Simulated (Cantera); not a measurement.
What does this Cantera script print?

```python
import numpy as np
import cantera as ct

gas = ct.Solution("h2o2.yaml")
gas.TPX = 1023, 2200, {'H2': 0.12, 'O2': 1}
reactor = ct.IdealGasConstPressureReactor(gas, energy="off", clone=False)
net = ct.ReactorNet([reactor])
net.rtol, net.atol = 1e-08, 1e-18
show = ['H2', 'O2', 'H2O2', 'H', 'O', 'HO2', 'H2O']
times = np.geomspace(0.0004, 50, 11)

steps = ct.SolutionArray(gas, extra=["t"])
rows = []
print(f"{'t/s':>10s}{'T/K':>9s}{'P/Pa':>11s}" + "".join(f"{s:>11s}" for s in show))
for t in times:
    while net.time < t:
        t_next = net.step()
        steps.append(gas.state, t=t_next)
    rows.append([np.interp(t, steps.t, y) for y in (steps.T, steps.P, *steps(*show).X.T)])
    print(f"{t:10.3e}{rows[-1][0]:9.1f}{rows[-1][1]:11.4g}" + "".join(f"{x:11.3e}" for x in rows[-1][2:]))
rate = np.gradient(steps.T, steps.t)
print("integrator steps:", len(steps.t))
if steps.T.max() > steps.T[0] + 200:
    print(f"time of steepest temperature rise: {steps.t[rate.argmax()]:.4e} s")
gas.TPX = 1023, 2200, {'H2': 0.12, 'O2': 1}
gas.equilibrate("TP")
print(f"equilibrium (TP): T = {gas.T:.1f} K  " + "  ".join(f"{s} {gas[s].X[0]:.3e}" for s in show))
```

It prints:

```
       t/s      T/K       P/Pa         H2         O2       H2O2          H          O        HO2        H2O
 4.000e-04   1023.0       2200  1.071e-01  8.929e-01  5.678e-13  4.410e-09  3.858e-09  1.254e-09  7.256e-09
 1.293e-03   1023.0       2200  1.071e-01  8.928e-01  7.042e-11  7.266e-06  6.554e-06  2.219e-07  1.404e-05
 4.183e-03   1023.0       2200  4.031e-03  8.543e-01  4.107e-07  1.987e-02  2.419e-02  1.703e-05  9.413e-02
 1.352e-02   1023.0       2200  4.939e-04  8.826e-01  3.864e-07  8.301e-04  3.571e-03  1.131e-05  1.115e-01
 4.373e-02   1023.0       2200  3.977e-05  8.864e-01  2.404e-07  1.742e-05  2.873e-04  3.229e-06  1.130e-01
 1.414e-01   1023.0       2200  3.535e-06  8.867e-01  9.994e-08  5.765e-07  2.944e-05  5.881e-07  1.132e-01
 4.573e-01   1023.0       2200  4.272e-07  8.868e-01  3.575e-08  3.476e-08  4.521e-06  1.109e-07  1.132e-01
 1.479e+00   1023.0       2200  7.538e-08  8.868e-01  1.248e-08  3.287e-09  9.404e-07  2.524e-08  1.132e-01
 4.782e+00   1023.0       2200  1.716e-08  8.868e-01  4.276e-09  4.037e-10  2.328e-07  6.676e-09  1.132e-01
 1.546e+01   1023.0       2200  4.479e-09  8.868e-01  1.426e-09  5.736e-11  6.346e-08  2.110e-09  1.132e-01
 5.000e+01   1023.0       2200  1.265e-09  8.868e-01  4.656e-10  8.906e-12  1.834e-08  1.059e-09  1.132e-01
integrator steps: 2119
equilibrium (TP): T = 1023.0 K  H2 1.394e-10  O2 8.868e-01  H2O2 5.939e-11  H 3.317e-13  O 1.990e-09  HO2 1.610e-09  H2O 1.132e-01
```

Cantera simulation using the H2/O2 subset of GRI-Mech 3.0, which has no nitrogen chemistry; the numbers are that mechanism's predictions, not measurements. Radical loss at walls, strong at low pressure, is not modelled. The temperature is held fixed by assumption; the heat of reaction is taken as removed at once.
